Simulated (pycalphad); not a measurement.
Source of the numbers: pycalphad with the COST 507 light-alloy database (1999); pressure 1 atm. The data set is of 1999 and partly superseded.

Molar enthalpy of Al-3.26Si-9.9Fe (at.%) in equilibrium (SER reference):

```csv
T (K),H (kJ/mol),phases
1850,51.45,liquid
1775,48.98,liquid
1700,46.52,liquid
1625,44.07,liquid
1550,41.63,liquid
1475,39.21,liquid
1400,36.79,liquid
1325,34.38,liquid
1250,30.78,liquid + AL13FE4
1175,25.29,liquid + AL13FE4
1100,21.16,liquid + AL13FE4
1025,17.69,liquid + AL13FE4
950,14.59,liquid + AL13FE4
875,4.10,fcc + ALFESI_ALPHA + AL13FE4
800,1.70,fcc + ALFESI_ALPHA + AL13FE4
725,-0.58,fcc + ALFESI_ALPHA + AL13FE4
650,-2.77,fcc + ALFESI_ALPHA + AL13FE4
575,-4.89,fcc + ALFESI_ALPHA + AL13FE4
500,-6.94,fcc + ALFESI_ALPHA + AL13FE4
```

Cooling from 1325 K to 875 K, across the freezing range, releases 30.3 kJ/mol, or 1010 J/g. The slope is 32 J/(mol K) in the liquid and 32 J/(mol K) just below the solidus, where it includes any heat of precipitation. Liquidus 1269 K, solidus 905 K. Changes were sought between steps of 75 K, so a narrower field can be missed.

Database names, with the compositions (at.%) that they take in these runs: AL13FE4: Al 75 Fe 24 Si 0; ALFESI_ALPHA: Al 74 Fe 19 Si 7.
